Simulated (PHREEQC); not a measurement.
Synthetic water in mg/kgw, 5 °C, pH 7.25, pe 1.3: Na 3630; K 950; Ca 361; Mg 79.3; Cl 6610; S(6) as SO4 793; Alkalinity as HCO3 1.19; Mn(2) 5.75; Sr 13.1.

Valence states are taken as typed.

The numbers come from PHREEQC with the ion-association model, wateq4f.dat.

This is a speciation only: nothing precipitates in the calculation.

Problem. What activity of water does the model give?

Solution. activity of water 0.993.

Problem. In which forms is Mg present?

Solution. Mg+2 93 %, MgSO4 7.1 % of the Mg.

Constants without temperature data keep their 25 °C values here.
